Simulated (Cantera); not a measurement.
Equilibrium for hydrogen reduction and annealing atmospheres: PbO + H₂ + N₂

Charge: 1 mol PbO, 4.3 mol H₂, 13 mol N₂, equilibrated at 725 °C.

Method: chemical equilibrium by Gibbs-energy minimisation in Cantera with the NASA 1993 tables (ideal gas, pure condensed phases). Candidate condensed phases: H₂O, Pb, PbO, PbO₂, Pb₃O₄; 27 gas species. Kinetics and transport are ignored.

| P (Pa) | log p N₂ | log p H₂ | log p H₂O | log p Pb | n Pb(l) |
|---|---|---|---|---|---|
| 10 | -4.15 | -4.74 | -5.26 | -5.26 | 0 |
| 36 | -3.59 | -4.18 | -4.70 | -4.81 | 0.219 |
| 130 | -3.02 | -3.61 | -4.13 | -4.81 | 0.791 |
| 460 | -2.46 | -3.06 | -3.58 | -4.81 | 0.941 |
| 1700 | -1.89 | -2.49 | -3.01 | -4.81 | 0.984 |
| 6000 | -1.35 | -1.94 | -2.46 | -4.81 | 0.996 |
| 22000 | -0.78 | -1.38 | -1.90 | -4.81 | 0.999 |
| 77000 | -0.24 | -0.83 | -1.35 | -4.81 | 1.000 |
| 280000 | 0.32 | -0.27 | -0.79 | -4.81 | 1.000 |
| 1000000 | 0.88 | 0.28 | -0.24 | -4.81 | 1.000 |
log p: log10 of the partial pressure in bar; n: condensed amount in mol.

At 0.0750 Torr nothing is condensed. From 0.270 Torr to 7500 Torr the condensed part is Pb(l). The main Pb-bearing gas is Pb throughout.
